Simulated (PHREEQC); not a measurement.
## Acid rinse or clean: an equilibrium model

Solution (55 °C): 0.026 mol/kgw HBr and 6.2e-05 mol/kgw MgCl2. Closed to the air; pH follows from the charge balance.

Equilibrium calculation in PHREEQC: ion-association model, wateq4f.dat.

This is a speciation only: nothing precipitates in the calculation.

Predict the pH.

pH 1.64.

Away from 25 °C the constants follow the database's enthalpies or fits; those with neither stay at their 25 °C values.
